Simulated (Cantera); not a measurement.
**Adiabatic ignition**

An adiabatic, constant-pressure homogeneous reactor starts with 12.7 % CO, 8.76 % H₂, 16.5 % O₂, 62.1 % N₂, equivalence ratio 0.65, at 1650 K and 5.00 bar.

Detailed kinetics in Cantera: GRI-Mech 3.0 (53 species, 325 reactions). The hydrogen kinetics of GRI-Mech 3.0 are dated; newer H2 mechanisms differ, most at raised pressure.

```json
[
 {"t (s)": "2.00e-6", "T (K)": "1669", "x CO": "0.126", "x H₂": "0.0696", "x O₂": "0.154", "x CO₂": "0.00153", "x NO₂": "4.68e-11", "x NO": "6.74e-8", "x N₂O": "2.52e-8"},
 {"t (s)": "5.11e-6", "T (K)": "2196", "x CO": "0.0757", "x H₂": "0.00841", "x O₂": "0.0884", "x CO₂": "0.0561", "x NO₂": "4.76e-8", "x NO": "4.70e-5", "x N₂O": "8.86e-7"},
 {"t (s)": "1.30e-5", "T (K)": "2584", "x CO": "0.0490", "x H₂": "0.00596", "x O₂": "0.0783", "x CO₂": "0.0868", "x NO₂": "2.21e-7", "x NO": "0.000228", "x N₂O": "1.24e-6"},
 {"t (s)": "3.33e-5", "T (K)": "2793", "x CO": "0.0343", "x H₂": "0.00376", "x O₂": "0.0735", "x CO₂": "0.104", "x NO₂": "8.28e-7", "x NO": "0.000921", "x N₂O": "1.83e-6"},
 {"t (s)": "8.50e-5", "T (K)": "2828", "x CO": "0.0310", "x H₂": "0.00339", "x O₂": "0.0715", "x CO₂": "0.107", "x NO₂": "2.41e-6", "x NO": "0.00281", "x N₂O": "1.98e-6"},
 {"t (s)": "0.000217", "T (K)": "2823", "x CO": "0.0308", "x H₂": "0.00337", "x O₂": "0.0695", "x CO₂": "0.108", "x NO₂": "5.89e-6", "x NO": "0.00694", "x N₂O": "2.00e-6"},
 {"t (s)": "0.000554", "T (K)": "2816", "x CO": "0.0305", "x H₂": "0.00336", "x O₂": "0.0664", "x CO₂": "0.108", "x NO₂": "1.13e-5", "x NO": "0.0135", "x N₂O": "2.08e-6"},
 {"t (s)": "0.00141", "T (K)": "2810", "x CO": "0.0304", "x H₂": "0.00335", "x O₂": "0.0641", "x CO₂": "0.108", "x NO₂": "1.51e-5", "x NO": "0.0183", "x N₂O": "2.17e-6"},
 {"t (s)": "0.00361", "T (K)": "2809", "x CO": "0.0303", "x H₂": "0.00335", "x O₂": "0.0638", "x CO₂": "0.108", "x NO₂": "1.56e-5", "x NO": "0.0190", "x N₂O": "2.19e-6"},
 {"t (s)": "0.00922", "T (K)": "2809", "x CO": "0.0303", "x H₂": "0.00335", "x O₂": "0.0638", "x CO₂": "0.108", "x NO₂": "1.56e-5", "x NO": "0.0190", "x N₂O": "2.19e-6"},
 {"t (s)": "0.0235", "T (K)": "2809", "x CO": "0.0303", "x H₂": "0.00335", "x O₂": "0.0638", "x CO₂": "0.108", "x NO₂": "1.56e-5", "x NO": "0.0190", "x N₂O": "2.19e-6"},
 {"t (s)": "0.0601", "T (K)": "2809", "x CO": "0.0303", "x H₂": "0.00335", "x O₂": "0.0638", "x CO₂": "0.108", "x NO₂": "1.56e-5", "x NO": "0.0190", "x N₂O": "2.19e-6"},
 {"t (s)": "0.153", "T (K)": "2809", "x CO": "0.0303", "x H₂": "0.00335", "x O₂": "0.0638", "x CO₂": "0.108", "x NO₂": "1.56e-5", "x NO": "0.0190", "x N₂O": "2.19e-6"},
 {"t (s)": "0.392", "T (K)": "2809", "x CO": "0.0303", "x H₂": "0.00335", "x O₂": "0.0638", "x CO₂": "0.108", "x NO₂": "1.56e-5", "x NO": "0.0190", "x N₂O": "2.19e-6"},
 {"t (s)": "1.00", "T (K)": "2809", "x CO": "0.0303", "x H₂": "0.00335", "x O₂": "0.0638", "x CO₂": "0.108", "x NO₂": "1.56e-5", "x NO": "0.0190", "x N₂O": "2.19e-6"}
]
```
x: mole fraction; the columns are a selection and need not sum to one.

```json
{
  "time_of_steepest_temperature_rise": "2.53 µs",
  "temperature at 1.00 s": "2809 K",
  "equilibrium_temperature": "2809 K",
  "x(CO) at 1.00 s": "0.0303 (gas-phase equilibrium 0.0303)",
  "x(H₂) at 1.00 s": "0.00335 (gas-phase equilibrium 0.00335)",
  "x(O₂) at 1.00 s": "0.0638 (gas-phase equilibrium 0.0638)"
}
```
